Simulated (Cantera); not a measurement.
A closed system holds: 1 mol Al(CH3)3, 0.64 mol NH3, 220 mol N2, held at 16.0 mbar.

These are equilibrium values from Cantera (NASA tables, ideal gas, pure condensed phases), not measurements of a reactor. Candidate condensed phases: Al, AlN, C, C6H6, C7H8, C8H18; 97 gas species. The feed counts by its element totals alone. Equilibrium is a limit: real reactors are often held back by kinetics, nucleation or transport.

log p: log10 of the partial pressure in bar; n: condensed amount in mol.

```json
[
 {"T (K)": "1473", "log p N2": "-1.81", "log p H2": "-3.41", "log p H": "-6.60", "log p Al": "-9.71", "log p HCN": "-5.67", "log p HNC": "-7.48", "log p C2H2 (acetylene)": "-8.60", "n AlN(s)": "1.000", "n C(graphite)": "2.97"},
 {"T (K)": "1573", "log p N2": "-1.81", "log p H2": "-3.41", "log p H": "-6.10", "log p Al": "-8.28", "log p HCN": "-5.37", "log p HNC": "-7.05", "log p C2H2 (acetylene)": "-8.10", "n AlN(s)": "1.000", "n C(graphite)": "2.94"},
 {"T (K)": "1673", "log p N2": "-1.81", "log p H2": "-3.42", "log p H": "…", "log p Al": "…", "log p HCN": "…", "log p HNC": "…", "log p C2H2 (acetylene)": "…", "n AlN(s)": "0.999", "n C(graphite)": "2.89"},
 {"T (K)": "1773", "log p N2": "-1.81", "log p H2": "-3.42", "log p H": "-5.26", "log p Al": "-5.90", "log p HCN": "-4.88", "log p HNC": "-6.33", "log p C2H2 (acetylene)": "-7.28", "n AlN(s)": "0.982", "n C(graphite)": "2.81"},
 {"T (K)": "1873", "log p N2": "-1.81", "log p H2": "-3.43", "log p H": "-4.91", "log p Al": "-4.90", "log p HCN": "-4.68", "log p HNC": "-6.04", "log p C2H2 (acetylene)": "-6.94", "n AlN(s)": "0.822", "n C(graphite)": "2.69"},
 {"T (K)": "1973", "log p N2": "-1.81", "log p H2": "-3.45", "log p H": "…", "log p Al": "-4.15", "log p HCN": "…", "log p HNC": "…", "log p C2H2 (acetylene)": "…", "n AlN(s)": "0", "n C(graphite)": "2.53"},
 {"T (K)": "2073", "log p N2": "-1.81", "log p H2": "-3.47", "log p H": "-4.32", "log p Al": "-4.15", "log p HCN": "-4.35", "log p HNC": "-5.54", "log p C2H2 (acetylene)": "-6.38", "n AlN(s)": "0", "n C(graphite)": "2.31"},
 {"T (K)": "2173", "log p N2": "-1.81", "log p H2": "-3.51", "log p H": "-4.07", "log p Al": "-4.15", "log p HCN": "-4.22", "log p HNC": "-5.34", "log p C2H2 (acetylene)": "-6.17", "n AlN(s)": "0", "n C(graphite)": "2.05"}
]
```

Q: Fill in the missing entries.

A: 
- 1973, log p H: -4.59
- 1973, log p HCN: -4.51
- 1973, log p HNC: -5.77
- 1973, log p C2H2 (acetylene): -6.64
- 1673, log p H: -5.65
- 1673, log p Al: -7.02
- 1673, log p HCN: -5.11
- 1673, log p HNC: -6.67
- 1673, log p C2H2 (acetylene): -7.66
